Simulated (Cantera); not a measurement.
What does this Cantera script print?

```python
import numpy as np
import cantera as ct

gas = ct.Solution("h2o2.yaml")
gas.TPX = 973, 2666, {'H2': 0.02, 'O2': 1, 'N2': 0.27}
reactor = ct.IdealGasConstPressureReactor(gas, energy="off", clone=False)
net = ct.ReactorNet([reactor])
net.rtol, net.atol = 1e-08, 1e-18
show = ['H2', 'O2', 'H2O2', 'H2O', 'H']
times = np.geomspace(3e-05, 90, 12)

steps = ct.SolutionArray(gas, extra=["t"])
rows = []
print(f"{'t/s':>10s}{'T/K':>9s}{'P/Pa':>11s}" + "".join(f"{s:>11s}" for s in show))
for t in times:
    while net.time < t:
        t_next = net.step()
        steps.append(gas.state, t=t_next)
    rows.append([np.interp(t, steps.t, y) for y in (steps.T, steps.P, *steps(*show).X.T)])
    print(f"{t:10.3e}{rows[-1][0]:9.1f}{rows[-1][1]:11.4g}" + "".join(f"{x:11.3e}" for x in rows[-1][2:]))
rate = np.gradient(steps.T, steps.t)
print("integrator steps:", len(steps.t))
if steps.T.max() > steps.T[0] + 200:
    print(f"time of steepest temperature rise: {steps.t[rate.argmax()]:.4e} s")
gas.TPX = 973, 2666, {'H2': 0.02, 'O2': 1, 'N2': 0.27}
gas.equilibrate("TP")
print(f"equilibrium (TP): T = {gas.T:.1f} K  " + "  ".join(f"{s} {gas[s].X[0]:.3e}" for s in show))
```

Result:

```
       t/s      T/K       P/Pa         H2         O2       H2O2        H2O          H
 3.000e-05    973.0       2666  1.550e-02  7.752e-01  1.119e-17  2.696e-14  2.842e-12
 1.164e-04    973.0       2666  1.550e-02  7.752e-01  1.691e-16  1.188e-12  8.418e-12
 4.516e-04    973.0       2666  1.550e-02  7.752e-01  2.601e-15  3.813e-11  2.855e-11
 1.752e-03    973.0       2666  1.550e-02  7.752e-01  4.618e-14  2.295e-09  5.729e-10
 6.799e-03    973.0       2666  1.533e-02  7.751e-01  2.385e-09  1.340e-04  3.060e-05
 2.638e-02    973.0       2666  9.937e-05  7.717e-01  7.522e-08  1.530e-02  1.678e-04
 1.024e-01    973.0       2666  6.571e-06  7.733e-01  4.258e-08  1.558e-02  4.214e-06
 3.971e-01    973.0       2666  4.872e-07  7.734e-01  2.087e-08  1.562e-02  1.003e-07
 1.541e+00    973.0       2666  3.447e-08  7.734e-01  6.420e-09  1.562e-02  3.308e-09
 5.978e+00    973.0       2666  3.317e-09  7.734e-01  1.585e-09  1.562e-02  1.871e-10
 2.320e+01    973.0       2666  5.252e-10  7.734e-01  3.880e-10  1.562e-02  1.569e-11
 9.000e+01    973.0       2666  1.077e-10  7.734e-01  9.732e-11  1.562e-02  1.637e-12
integrator steps: 1664
equilibrium (TP): T = 973.0 K  H2 4.187e-12  O2 7.734e-01  H2O2 4.430e-12  H2O 1.562e-02  H 1.364e-14
```

Detailed kinetics in Cantera: the H2/O2 subset of GRI-Mech 3.0, which has no nitrogen chemistry. Radical loss at walls, strong at low pressure, is not modelled.
